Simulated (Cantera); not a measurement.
Cantera with NASA thermochemical tables; ideal gases at 1 bar, condensed phases pure. Values are per mole of reaction as written; species without (g) are pure solids or liquids, kept so even where they would boil at 1 bar.

2 F(g) + PbCl2(g) ⇌ PbF2 + 2 Cl(g)

| T (K) | ΔH° (kJ) | ΔS° (J/K) | ΔG° (kJ) | log10 K | condensed phases |
|---|---|---|---|---|---|
| 850 | -394.1 | -150.3 | -266.3 | 16.36 | PbF2(s) |
| 1000 | ___ | ___ | ___ | ___ | PbF2(s) |
| 1150 | -368.8 | -126.4 | -223.5 | 10.15 | PbF2(l) |
| 1300 | -360.9 | -119.9 | -205.0 | 8.24 | PbF2(l) |
| 1450 | -353.0 | -114.2 | -187.4 | 6.75 | PbF2(l) |
| 1600 | -345.2 | -109.0 | -170.7 | 5.57 | PbF2(l) |
| 1750 | ___ | ___ | ___ | ___ | PbF2(l) |

### Question
Complete the blanks.

### Answer

- 1000, ΔH° (kJ): -388.8
- 1000, ΔS° (J/K): -144.6
- 1000, ΔG° (kJ): -244.2
- 1000, log10 K: 12.76
- 1750, ΔH° (kJ): -337.3
- 1750, ΔS° (J/K): -104.4
- 1750, ΔG° (kJ): -154.7
- 1750, log10 K: 4.62
